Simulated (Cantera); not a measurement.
An isothermal plug-flow reactor at 775 K and 4.93 atm (inlet), inlet velocity 0.087 m/s, active area per volume 170 1/m; feed H₂ : O₂ : N₂ = 0.003 : 0.053 : 0.79 (molar parts).

Computed with Cantera and Deutschmann's 1995 Pt surface mechanism with GRI-Mech 3.0 gas chemistry. Catalytic surfaces can have several steady states; this one follows from the mechanism file's or the stated starting coverage. Mass transfer to the wall is taken as infinitely fast.

One state of this run: x H₂ = 9.88e-7; x O₂ = 0.0610; x H₂O = 0.00355; θ free Pt = 0.0158; θ O* = 0.982; θ OH* = 0.00203. x: gas mole fraction; θ: surface coverage.

Question: Which value of z (m) does it belong to?
A) 0.00063
B) 0.00035
C) 0.0011
D) 0.0063

Answer: D, 0.0063
